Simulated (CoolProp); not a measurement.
Model: reference Helmholtz-energy equation of state, Gao 2020, in CoolProp.

Q: For ammonia, give the phase and the Z, cv (kJ/(kg K)), fugacity coefficient at 725 K and 28.4 MPa; 725 K and 42.6 MPa.

A: 
- 725 K and 28.4 MPa: supercritical; Z 0.934, cv 2.52, fugacity coefficient 0.925
- 725 K and 42.6 MPa: supercritical; Z 0.922, cv 2.57, fugacity coefficient 0.898
